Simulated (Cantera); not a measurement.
Input: 1 mol SiH2Cl2, 2.1 mol HCl, 40 mol H2, at 0.133 bar.

Method: chemical equilibrium by Gibbs-energy minimisation in Cantera with the NASA 1993 tables (ideal gas, pure condensed phases). Candidate condensed phases: Si; 19 gas species. The tables' values for SiCl3, SiCl are old estimates; treat these amounts as uncertain. Gases not in the tables: Si2H6 and higher silanes. Equilibrium is a limit: real reactors are often held back by kinetics, nucleation or transport.

x: gas mole fraction; n: condensed amount in mol.

```
T (K)   x H2    x HCl   x SiCl4  x SiCl2  x SiHCl3   x SiCl3  x SiH2Cl2  n Si(s)  n Si(l)
-----  -----  -------  --------  -------  --------  --------  ---------  -------  -------
800    0.971  0.00556    0.0200  2.05e-7   0.00316   6.07e-6    4.02e-5        0        0
900    0.968  0.00842    0.0173  1.18e-5   0.00565   6.54e-5   0.000175        0        0
1000   0.965        ?         ?        ?         ?  0.000385   0.000480        0        0
1100   0.955   0.0244    0.0111  0.00127   0.00643   0.00101   0.000445    0.121        0
1200   0.942   0.0404   0.00669  0.00409   0.00425   0.00177   0.000353    0.252        0
1300   0.931   0.0542   0.00258  0.00840   0.00202   0.00191   0.000223    0.336        0
1400   0.925   0.0607         ?        ?         ?   0.00135          ?    0.359        0
1500   0.923   0.0623  0.000149   0.0135  0.000229  0.000795    5.58e-5    0.351        0
1600   0.923   0.0622   3.71e-5   0.0145   7.95e-5  0.000467    2.84e-5    0.335        0
1700   0.922   0.0620   1.06e-5   0.0149   3.05e-5  0.000284    1.53e-5        0    0.324
```

### Question
Complete the blanks.

### Answer

- 1400, x SiCl4: 0.000654
- 1400, x SiCl2: 0.0117
- 1400, x SiHCl3: 0.000706
- 1400, x SiH2Cl2: 0.000115
- 1000, x HCl: 0.0121
- 1000, x SiCl4: 0.0141
- 1000, x SiCl2: 0.000253
- 1000, x SiHCl3: 0.00793
